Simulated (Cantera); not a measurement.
Charge: 1 mol MgO, 0.89 mol SiCl4, 31 mol N2, 0.82 mol Cl2, equilibrated at 877 °C.

These are equilibrium values from Cantera (NASA tables, ideal gas, pure condensed phases), not measurements of a reactor. Candidate condensed phases: Mg, MgCl2, MgO, MgSiO3, Mg2SiO4, Si, SiO2, Si2N2O, Si3N4; 29 gas species. Mutual solubility and eutectic melting of coexisting phases are not modelled. The tables hold silica as quartz up to 1696 K and as liquid above; real silica turns to tridymite and cristobalite and melts near 1996 K. Condensed phases not in the tables: alloys, solid solutions and most ternary compounds. Rates play no part.

x: gas mole fraction; n: condensed amount in mol.

| P (Pa) | x N2 | x Cl | x MgCl2 | x Cl2 | x SiCl4 | n SiO2(β-quartz) | n MgCl2(l) |
|---|---|---|---|---|---|---|---|
| 1 | 0.913 | 0.0433 | 0.0295 | 0.00250 | 0.0115 | 0.500 | 0 |
| 5.20 | 0.918 | ___ | 0.0296 | ___ | 0.0115 | 0.500 | 0 |
| 27 | 0.924 | 0.0200 | 0.0298 | 0.0144 | 0.0116 | 0.500 | 0 |
| 140 | 0.929 | 0.0102 | 0.0300 | 0.0195 | 0.0117 | 0.500 | 0 |
| 720 | 0.931 | 0.00482 | 0.0300 | 0.0222 | 0.0117 | 0.500 | 0 |
| 3700 | 0.932 | 0.00219 | 0.0301 | 0.0236 | 0.0117 | 0.500 | 0 |
| 19000 | 0.943 | ___ | ___ | 0.0245 | 0.0119 | 0.500 | ___ |
| 100000 | 0.959 | 0.000435 | 0.00376 | 0.0251 | 0.0121 | 0.500 | 0.878 |

Q: What belongs in the gaps?

A: 
- 19000, x Cl: 0.000984
- 19000, x MgCl2: 0.0198
- 19000, n MgCl2(l): 0.350
- 5.20, x Cl: 0.0333
- 5.20, x Cl2: 0.00765
